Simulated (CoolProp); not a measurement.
Nitrous oxide at 298.15 K and 2.11 MPa is throttled through a valve to 0.264 MPa with no heat exchange. Each further row changes one setting.

Model: reference Helmholtz-energy equation of state, Lemmon 2006, in CoolProp. It is a short technical equation, of lower accuracy than the large ones.

```
case                        temperature change (K)  final density (kg/m³)
--------------------------  ----------------------  ---------------------
as stated                                    -22.6                   5.17
outlet pressure 0.0792 MPa                   -25.0                   1.54
outlet pressure 0.343 MPa                    -21.6                   6.72
```
